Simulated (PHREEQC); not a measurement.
Dissolve 0.044 mol HF, 0.0026 mol NH4F and 5.5e-05 mol (NH4)2SiF6 per kg of water at 25 °C. Closed to the air; pH follows from the charge balance.

Equilibrium calculation in PHREEQC: ion-association model, phreeqc.dat.

Task: The ionic strength comes out as 0.00751 mol/kgw. What activity coefficients do F-, H+, SiF6-2, HF2-, NH4+ get?

Result: F- 0.91, H+ 0.92, SiF6-2 0.70, HF2- 0.91, NH4+ 0.91.

Precipitation was switched off in this run. SiF6-2 is the database's only silicon fluoride.
